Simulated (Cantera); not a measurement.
A Cantera script and its output.

```python
import numpy as np
import cantera as ct

gas = ct.Solution("gri30.yaml")
gas.TPX = 950, 390000, {'CO': 0.002, 'O2': 0.04, 'H2O': 0.0003, 'N2': 1}
inlet = ct.Reservoir(gas, clone=True)

reactor = ct.IdealGasConstPressureReactor(gas, energy="off", clone=False)
exhaust = ct.Reservoir(gas, clone=True)
tau = [15, 4.3, 1.2, 0.36, 0.1, 0.03, 0.0086, 0.0025][0]
for a, b in ((inlet, reactor), (reactor, exhaust)):
    ct.MassFlowController(a, b, mdot=lambda t: reactor.mass / tau)
net = ct.ReactorNet([reactor])
show = ['CO', 'O2', 'H2O', 'NO', 'NO2', 'N2O', 'HO2']

rows = []
print(f"{'tau/s':>10s}{'T/K':>9s}" + "".join(f"{s:>11s}" for s in show))
for tau in [15, 4.3, 1.2, 0.36, 0.1, 0.03, 0.0086, 0.0025]:
    net.initial_time = 0.0
    net.advance(30 * tau)
    before = gas.X
    net.advance(40 * tau)
    drift = np.max(np.abs(gas.X - before) / (gas.X + 1e-9))
    rows.append([gas.T, *gas[show].X, drift])
    print(f"{tau:10.3e}{gas.T:9.1f}" + "".join(f"{x:11.3e}" for x in gas[show].X))
```

Result:

```
     tau/s      T/K         CO         O2        H2O         NO        NO2        N2O        HO2
 1.500e+01    950.0  1.689e-03  3.827e-02  2.878e-04  1.040e-12  2.324e-11  4.420e-08  1.246e-07
 4.300e+00    950.0  1.856e-03  3.835e-02  2.878e-04  9.501e-14  1.645e-12  1.200e-08  1.107e-07
 1.200e+00    950.0  1.910e-03  3.837e-02  2.878e-04  6.568e-15  4.259e-14  2.018e-09  5.772e-08
 3.600e-01    950.0  1.918e-03  3.838e-02  2.878e-04  3.419e-16  1.347e-16  1.952e-10  8.412e-09
 1.000e-01    950.0  1.919e-03  3.838e-02  2.878e-04  1.813e-17  4.060e-19  3.705e-11  1.639e-09
 3.000e-02    950.0  1.919e-03  3.838e-02  2.878e-04  1.497e-18  2.754e-21  9.539e-12  4.226e-10
 8.600e-03    950.0  1.919e-03  3.838e-02  2.878e-04  1.384e-19  1.946e-23  2.144e-12  9.460e-11
 2.500e-03    950.0  1.919e-03  3.838e-02  2.878e-04  1.557e-20  1.690e-25  3.697e-13  1.606e-11
```

Detailed kinetics in Cantera: GRI-Mech 3.0 (53 species, 325 reactions).
